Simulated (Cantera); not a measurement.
Mixture: 48.0 % H2, 10.9 % O2, 41.1 % N2, equivalence ratio 2.2, at 500000 Pa, adiabatic and at constant pressure. Ignition delay is the time to a rise of 400 K.

Cantera simulation using the H2/O2 subset of GRI-Mech 3.0, which has no nitrogen chemistry; the numbers are that mechanism's predictions, not measurements. The hydrogen kinetics of GRI-Mech 3.0 are dated; newer H2 mechanisms differ, most at raised pressure. Below about 950 K walls govern HO2 and H2O2 in real vessels.

Task: At T0 = 975 K, what is the delay, and which 5 reactions control it most (d ln τ / d ln k, from doubling and halving each rate constant)?

Result: The delay is 15.7 ms.
```json
[
 {"reaction": "H + O2 <=> O + OH", "d ln τ / d ln k": "-0.59", "faster rate": "shortens it"},
 {"reaction": "H + H2O2 <=> H2 + HO2", "d ln τ / d ln k": "-0.57", "faster rate": "shortens it"},
 {"reaction": "2 OH (+M) <=> H2O2 (+M)", "d ln τ / d ln k": "-0.54", "faster rate": "shortens it"},
 {"reaction": "H + O2 + M <=> HO2 + M", "d ln τ / d ln k": "0.28", "faster rate": "lengthens it"},
 {"reaction": "H + O2 + N2 <=> HO2 + N2", "d ln τ / d ln k": "0.16", "faster rate": "lengthens it"}
]
```
